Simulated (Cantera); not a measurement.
## Si₂Cl₆ + HCl + H₂ (silicon epitaxy and polysilicon growth)

A closed system holds: 1 mol Si₂Cl₆, 0.12 mol HCl, a varied amount of H₂, held at 1200 K and 82.5 Torr.

These are equilibrium values from Cantera (NASA tables, ideal gas, pure condensed phases), not measurements of a reactor. Candidate condensed phases: Si; 19 gas species. The feed counts by its element totals alone. The tables' values for SiCl₃ are old estimates; treat these amounts as uncertain. Equilibrium is a limit: real reactors are often held back by kinetics, nucleation or transport.

From 50 mol H₂ to 310 mol H₂ the condensed part is Si(s). The main Si-bearing gas is SiCl₄ at 50 mol H₂ and SiCl₂ at 310 mol H₂. The share of Si in condensed phases is highest at 310 mol H₂ (81.4 %) and lowest at 50 mol H₂ (41.0 %).

```
n(H₂) (mol)   x H₂   x HCl   x SiCl₄   x SiCl₂  x SiHCl₃   x SiCl₃  x SiH₂Cl₂  n Si(s)
-----------  -----  ------  --------  --------  --------  --------  ---------  -------
50           0.932  0.0458   0.00932   0.00531   0.00516   0.00238   0.000374    0.821
82           0.951  0.0373   0.00395   0.00345   0.00274   0.00125   0.000249     1.02
110          0.960  0.0324   0.00219   0.00257   0.00177  0.000802   0.000187     1.15
150          0.968  0.0273   0.00109   0.00181   0.00105  0.000474   0.000133     1.30
180          0.972  0.0244  0.000688   0.00144  0.000747  0.000336   0.000106     1.39
210          0.975  0.0220  0.000455   0.00117  0.000549  0.000247    8.66e-5     1.46
240          0.978  0.0201  0.000312  0.000971  0.000414  0.000186    7.19e-5     1.52
270          0.980  0.0184  0.000220  0.000816  0.000319  0.000143    6.05e-5     1.57
310          0.982  0.0166  0.000144  0.000659  0.000232  0.000104    4.90e-5     1.63
```
x: gas mole fraction; n: condensed amount in mol.
